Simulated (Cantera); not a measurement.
Mixture: 8.63 % C₃H₈, 25.4 % O₂, 66.0 % N₂, equivalence ratio 1.7, at 10.0 bar, adiabatic and at constant pressure. Ignition delay is the time to a rise of 400 K.

Detailed kinetics in Cantera: GRI-Mech 3.0 (53 species, 325 reactions). GRI-Mech 3.0 was tuned for natural gas; its chemistry of propane as a main component is partial and can be far from experiment.

### Question
Predict: delay at 1275 K; delay at 1475 K; delay at 1675 K; delay at 1875 K; delay at 2075 K; apparent activation energy between 1975 and 2175 K.

### Answer
- delay at 1275 K: 0.380 ms
- delay at 1475 K: 21.8 µs
- delay at 1675 K: 3.63 µs
- delay at 1875 K: 1.26 µs
- delay at 2075 K: 0.661 µs
- apparent activation energy between 1975 and 2175 K: 93 kJ/mol
